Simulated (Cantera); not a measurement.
A perfectly stirred reactor is fed with 16.2 % CO, 0.779 % H2, 15.8 % O2, 59.3 % N2, 7.96 % H2O, equivalence ratio 0.54, at 1.01 bar; it is adiabatic with a 550 K inlet, and is followed from long to short residence time, starting on the burning branch (τ in s: 0.1, 0.042, 0.017, 0.0068, 0.0028, 0.0011, 0.00045, 0.00018, 7.4e-05, 3e-05).

Computed with Cantera and GRI-Mech 3.0 (53 species, 325 reactions).

Q: Predict: blow-out, bracketed by the residence times tried; x(CO) at τ = 0.100 s; x(H2) at τ = 0.100 s; x(O2) at τ = 0.100 s; x(OH) at τ = 0.100 s; x(NO) at τ = 0.100 s; x(CO) at τ = 1.10 ms; x(H2) at τ = 1.10 ms; x(O2) at τ = 1.10 ms; x(OH) at τ = 1.10 ms; x(NO) at τ = 1.10 ms.

A: 
```json
{
 "blow_out_bracketed_by_the_residence_times_tried": "burning at 0.450 ms, out at 0.180 ms",
 "x(CO) at τ = 0.100 s": "0.00160",
 "x(H2) at τ = 0.100 s": "0.000167",
 "x(O2) at τ = 0.100 s": "0.0793",
 "x(OH) at τ = 0.100 s": "0.00175",
 "x(NO) at τ = 0.100 s": "7.31e-5",
 "x(CO) at τ = 1.10 ms": "0.0210",
 "x(H2) at τ = 1.10 ms": "0.00194",
 "x(O2) at τ = 1.10 ms": "0.0867",
 "x(OH) at τ = 1.10 ms": "0.00461",
 "x(NO) at τ = 1.10 ms": "1.36e-5"
}
```
